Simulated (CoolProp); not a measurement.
Vapour-liquid equilibrium of benzene (1) + p-xylene (2) at 105.25 °C; x and y are mole fractions of (1).

Model: multi-fluid Helmholtz-energy mixture model, Thol 2012 and Zhou 2012; pair parameters Bell 2016, in CoolProp.

```
x     bubble pressure (MPa)  y at the bubble point  dew pressure at overall composition x (MPa)  liquid density (mol/L)
----  ---------------------  ---------------------  -------------------------------------------  ----------------------
0.05                0.04592                  0.206                                      0.03981                   7.497
0.2                 0.07013                  0.558                                      0.04563                   7.824
0.35                0.09529                  0.733                                      0.05346                   8.174
0.5                  0.1209                  0.837                                      0.06453                   8.550
0.65                 0.1466                  0.904                                      0.08143                   8.956
0.8                  0.1724                  0.953                                       0.1104                   9.396
0.95                 0.1984                  0.990                                       0.1707                   9.874
```

No azeotrope shows between x = 0.05 and 0.95.

Pair parameters are fitted to limited data, so mixtures are less certain than the pure fluids.
